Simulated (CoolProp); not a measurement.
Ammonia at several states: density (kg/m³) from the reference equation and from simpler models built on Tc = 405.6 K, pc = 11.36 MPa, ω = 0.256; each cubic takes its own stable root.

Values from CoolProp's reference Helmholtz-energy equation of state, Gao 2020.

| T (K) | p (MPa) | phase | reference |
|---|---|---|---|
| 402.1 | 0.338 | gas | 1.742 |
| 233.3 | 44 | liquid | 708.5 |
| 692.5 | 1.12 | gas | 3.327 |
| 241.6 | 2.59 | liquid | 680.7 |
| 243.6 | 0.0232 | gas | 0.1962 |
| 554.2 | 12.4 | supercritical | 52.52 |

**Question.** How far does each simpler model (van der Waals, Soave-Redlich-Kwong, Peng-Robinson) lie from the reference over these 6 states: mean and median of the absolute difference, and the worst?

**Answer.** 
- van der Waals: mean 16.4 %, median 2.0 %, worst -47.7 % at 241.6 K and 2.59 MPa
- Soave-Redlich-Kwong: mean 7.5 %, median 1.4 %, worst -21.0 % at 233.3 K and 44 MPa
- Peng-Robinson: mean 3.7 %, median 0.2 %, worst -11.3 % at 233.3 K and 44 MPa
